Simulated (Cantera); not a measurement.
A closed system holds: 1 mol B2H6, 0.53 mol NH3, 3 mol N2, equilibrated at 2127 °C and 590 Pa.

These are equilibrium values from Cantera (NASA tables, ideal gas, pure condensed phases), not measurements of a reactor. Candidate condensed phases: B, BN; 15 gas species. The feed counts by its element totals alone. The tables' values for BH2 are old estimates; treat these amounts as uncertain. Kinetics and transport are ignored.

Q: What is the equilibrium state?

A: 
| Quantity | Value |
|---|---|
| x(H2) | 0.429 |
| x(N2) | 0.428 |
| x(H) | 0.136 |
| x(B) | 0.00540 |
| x(BH2) | 0.00128 |
| x(BH) | 0.000183 |
| x(BN) | 0.000124 |
| x(BH3) | 1.72e-6 |
| n(B(l)) | 1.95 mol |
| gas amount | 7.619 mol |
